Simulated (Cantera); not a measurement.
Feed: 1 mol Al, 3.8 mol N2, at 1.33 mbar.

These are equilibrium values from Cantera (NASA tables, ideal gas, pure condensed phases), not measurements of a reactor. Candidate condensed phases: Al, AlN; 5 gas species. Kinetics and transport are ignored. All values below are at 1973 K.

Base state: N2 0.792, Al 0.208, Al2 2.04e-5 (mole fractions); condensed: gas only.

Q: What changes in the equilibrium state with this change: 0.0044 mol O2 added?

A: 
| species | before | after |
|---|---|---|
| N2 | 0.792 | 0.793 |
| Al | 0.208 | 0.205 |
| Al2O | 0 | 0.00184 |
| Al2 | 2.04e-5 | 1.97e-5 |
Further candidate phases: Al2O3.
